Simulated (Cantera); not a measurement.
A Cantera script and what it prints.

```python
import numpy as np
import cantera as ct

gas_names = [...]  # 151 gases of nasa_gas.yaml made of C, H, N, O, Si
cond_names = """
    C(gr) C6H6(L) C7H8(L) C8H18(L),n-octa H2O(s) H2O(L) Si(cr) Si(L) SiC(b) SiO2(Lqz) SiO2(hqz) SiO2(L)
    Si2N2O(s) Si3N4(a)
""".split()


# ... load() reads the species with a 1 bar reference pressure and builds the phases ...
atoms = {
    'HMDSO': {'Si': 2, 'C': 6, 'H': 18, 'O': 1},
    'NO': {'N': 1, 'O': 1},
    'N2': {'N': 2},
}
top_T = {'C(gr)': 4500, 'SiC(b)': 3050, 'Si2N2O(s)': 2100, 'Si3N4(a)': 2400}  # K; cautious upper limits of use, not melting points


# ... equilibrate(T, P, feed) seeds the gas with the atoms and calls Mixture.equilibrate('TP', solver="vcs", rtol=1e-11, max_steps=5000) ...
results = []
feed = {'HMDSO': 1, 'NO': 0.1, 'N2': 15}  # mol
P = 1000  # Pa
for T in [1575, 1625, 1675, 1725, 1775, 1825, 1875, 1925, 1975, 2025, 2075]:
    mix = equilibrate(T, P, feed)
    results.append((T, P, feed, dict(zip(mix.species_names, mix.species_moles))))

top = {s: max(r[3][s] / sum(r[3][g] for g in gas_names) for r in results) for s in gas_names}
cols = sorted((s for s in top if top[s] > 1e-05), key=lambda s: -top[s])[:6]
seen = [c for c in cond_names if any(r[3].get(c, 0) > 1e-12 for r in results)]
print("log10 of partial pressures in bar; condensed amounts in mol")
print(f"{'T/K':>10s}" + "".join(f"{s[:9]:>10s}" for s in cols + seen))
for T, P, feed, n in results:
    ng = sum(n[g] for g in gas_names)
    print(f"{T:10.4g}" + "".join(f"{np.log10(max(n[s] / ng * P / 1e5, 1e-99)):10.3f}" for s in cols)
          + "".join(f"{n.get(c, 0):10.4g}" for c in seen))
```

Result:

```
log10 of partial pressures in bar; condensed amounts in mol
       T/K        N2        H2        CO         H       HCN        Si     C(gr)    SiC(b)
      1575    -2.223    -2.447    -3.360    -5.605    -5.092    -9.257     2.885     1.997
      1625    -2.224    -2.447    -3.361    -5.375    -4.958    -8.730     2.878     1.997
      1675    -2.224    -2.448    -3.361    -5.159    -4.832    -8.234     2.869     1.996
      1725    -2.224    -2.448    -3.361    -4.955    -4.714    -7.767     2.858     1.995
      1775    -2.224    -2.449    -3.362    -4.763    -4.602    -7.327     2.844     1.994
      1825    -2.225    -2.451    -3.362    -4.581    -4.497    -6.911     2.826     1.993
      1875    -2.225    -2.452    -3.363    -4.410    -4.398    -6.518     2.805     1.992
      1925    -2.226    -2.454    -3.364    -4.247    -4.305    -6.146      2.78     1.989
      1975    -2.227    -2.457    -3.365    -4.092    -4.217    -5.792      2.75     1.986
      2025    -2.228    -2.461    -3.366    -3.946    -4.134    -5.456     2.718     1.979
      2075    -2.230    -2.466    -3.368    -3.808    -4.056    -5.137     2.684     1.966
```

Cantera equilibrium calculation (NASA polynomials, part measured and part estimated; ideal gas, pure solids and liquids). The feed counts by its element totals alone. The tables' values for SiN are old estimates; treat these amounts as uncertain.
